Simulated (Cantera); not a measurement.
An isothermal, constant-pressure homogeneous reactor starts with 27.8 % NH₃, 72.2 % H₂, at 2423 K and 190000 Pa.

Model: the gas-phase N/H chemistry of the illustrative SiF4/NH3 mechanism in the Surface Chemkin manual (1991), integrated in Cantera. Walls and surfaces, which speed up NH3 decomposition in real reactors, are not modelled.

x: mole fraction; the columns are a selection and need not sum to one.

| t (s) | x NH₃ | x H₂ | x H | x N₂H₄ | x NH |
|---|---|---|---|---|---|
| 2.00e-6 | 0.277 | 0.722 | 0.000447 | (withheld) | 5.89e-6 |
| 6.91e-6 | 0.275 | 0.721 | 0.00139 | (withheld) | 5.74e-5 |
| 2.39e-5 | 0.266 | 0.726 | 0.00221 | (withheld) | 0.000134 |
| 8.25e-5 | 0.235 | 0.745 | 0.00237 | (withheld) | 0.000131 |
| 0.000285 | 0.155 | 0.793 | 0.00286 | (withheld) | 0.000115 |
| 0.000985 | 0.0418 | 0.861 | 0.00473 | (withheld) | 7.48e-5 |
| 0.00340 | 0.00105 | 0.880 | 0.0117 | 1.08e-10 | 1.14e-5 |
| 0.0118 | 0.000121 | 0.880 | 0.0121 | 1.56e-12 | 1.42e-6 |
| 0.0406 | 3.00e-5 | 0.880 | 0.0121 | <1e-12 | 3.52e-7 |
| 0.140 | 9.54e-6 | 0.880 | 0.0121 | <1e-12 | 1.12e-7 |
| 0.485 | 5.93e-6 | 0.880 | 0.0121 | <1e-12 | 6.96e-8 |
| 1.68 | 5.85e-6 | 0.880 | 0.0121 | <1e-12 | 6.86e-8 |
| 5.79 | 5.85e-6 | 0.880 | 0.0121 | <1e-12 | 6.86e-8 |
| 20.0 | 5.85e-6 | 0.880 | 0.0121 | <1e-12 | 6.86e-8 |

Task: What belongs in the gaps?

Result: 
- 2.00e-6, x N₂H₄: 1.63e-8
- 6.91e-6, x N₂H₄: 1.56e-7
- 2.39e-5, x N₂H₄: 3.62e-7
- 8.25e-5, x N₂H₄: 3.08e-7
- 0.000285, x N₂H₄: 1.74e-7
- 0.000985, x N₂H₄: 2.93e-8
